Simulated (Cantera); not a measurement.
Feed: 1 mol CaO, 74 mol HCl, equilibrated at 775 °C and 750 Torr.

Method: chemical equilibrium by Gibbs-energy minimisation in Cantera with the NASA 1993 tables (ideal gas, pure condensed phases). Candidate condensed phases: Ca, CaCl2, CaO, Ca(OH)2, H2O; 21 gas species. Condensed phases not in the tables: oxide chlorides. The numbers say what is thermodynamically allowed, not how fast it happens.

Base state: HCl 0.986, H2O 0.0137 (mole fractions); condensed: CaCl2(l).

Question: What changes in the equilibrium state with this change: CaO replaced by B2O3?

Answer: 
```json
[
 {"species": "HCl", "before": "0.986", "after": "0.999"},
 {"species": "H2O", "before": "0.0137", "after": "0.000465"},
 {"species": "BCl3", "before": "0", "after": "0.000253"},
 {"species": "B3O3Cl3", "before": "0", "after": "5.76e-5"},
 {"species": "CaCl2(l), mol", "before": "1.000", "after": "0"},
 {"species": "B2O3(l), mol", "before": "0", "after": "0.984"}
]
```
Gases not in the tables: H3BO3. Further candidate phases: B, B2O3, B3O3H3.
